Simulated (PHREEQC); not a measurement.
Model water analysis in mg/L, 25 °C, pH 3.88, pe 8.4:

| constituent | mg/L |
|---|---|
| Na | 2500 |
| K | 65.9 |
| Ca | 7.31 |
| Mg | 95.7 |
| Cl | 1550 |
| S(6) as SO4 | 3710 |
| Li | 1.39 |
| Mn(2) | 7.18 |
| Cu(2) | 1.36 |
| Zn | 161 |

Valence states are taken as typed.

The numbers come from PHREEQC with the ion-association model, phreeqc.dat.

This is a speciation only: nothing precipitates in the calculation.

Question: Order these Zn species by the share of Zn that they hold, largest first: Zn+2, Zn(SO4)2-2, ZnSO4, ZnCl+.

Answer: Zn+2 (51 %), ZnSO4 (38 %), Zn(SO4)2-2 (9.4 %), ZnCl+ (2.0 %)

The pH is 3.88 and the ionic strength 0.146 mol/kgw.
